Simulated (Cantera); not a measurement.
Charge: 1 mol NaI, 6.1 mol H2, equilibrated at 1800 K and 13.3 mbar.

These are equilibrium values from Cantera (NASA tables, ideal gas, pure condensed phases), not measurements of a reactor. Candidate condensed phases: I2, Na, NaI; 9 gas species. Gases not in the tables: NaBr and NaI dimers. The numbers say what is thermodynamically allowed, not how fast it happens.

Base state: H2 0.834, NaI 0.111, Na 0.0262, I 0.0235, H 0.00283, HI 0.00264, NaH 1.81e-5 (mole fractions); condensed: gas only.

Task: What changes in the equilibrium state with this change: temperature from 1800 K to 1725 K?

Result: 
```csv
species,before,after
H2,0.834,0.842
NaI,0.111,0.121
Na,0.0262,0.0177
I,0.0235,0.0155
H,0.00283,0.00148
NaH,1.81e-5,1.17e-5
HI,0.00264,0.00223
```
